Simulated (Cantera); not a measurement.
## Chlorosilane synthesis and conversion: SiCl4 + HCl + H2

Input: 1 mol SiCl4, 2.5 mol HCl, 9.2 mol H2, equilibrated at 698 K and 0.110 bar.

Cantera equilibrium calculation (NASA polynomials, part measured and part estimated; ideal gas, pure solids and liquids). Candidate condensed phases: Si; 19 gas species. Rates play no part.

| Property | Result |
|---|---|
| x(H2) | 0.724 |
| x(HCl) | 0.197 |
| x(SiCl4) | 0.0787 |
| x(SiHCl3) | 5.72e-5 |
| gas amount | 12.70 mol |
| log10 activity of Si(s) (absent) | -10.70 |
